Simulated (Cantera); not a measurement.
Dilute partial oxidation

A perfectly stirred reactor is fed with CH₄ : O₂ : N₂ = 0.019 : 0.0034 : 1 (molar parts), equivalence ratio 11, at 5.00 bar; it is held at 1375 K, and followed from long to short residence time.

Detailed kinetics in Cantera: GRI-Mech 3.0 (53 species, 325 reactions). GRI-Mech 3.0 stops at C3 and has no aromatics, soot or wall deposition, so with more carbon than oxygen in the feed, carbon stays in small species such as C2H2 where larger ones or solid carbon would form.

```csv
τ (s),x CH₄,x O₂,x CH₃,x CH₂,x N₂O
1.7,0.0128,0.000377,4.71e-6,5.51e-10,8.31e-10
1.0,0.0135,0.000603,5.58e-6,6.59e-10,1.23e-9
0.59,0.0143,0.000929,6.54e-6,7.23e-10,1.74e-9
0.34,0.0151,0.00140,7.58e-6,7.13e-10,2.30e-9
0.20,0.0160,0.00201,8.37e-6,5.83e-10,2.58e-9
0.12,0.0171,0.00262,8.43e-6,3.41e-10,2.20e-9
0.067,0.0179,0.00306,7.43e-6,1.25e-10,1.36e-9
0.039,0.0183,0.00322,6.23e-6,4.80e-11,8.21e-10
0.023,0.0184,0.00328,5.14e-6,2.22e-11,4.93e-10
0.013,0.0185,0.00330,4.18e-6,1.20e-11,2.76e-10
0.0076,0.0185,0.00332,3.49e-6,7.84e-12,1.58e-10
```
x: mole fraction; the columns are a selection and need not sum to one.
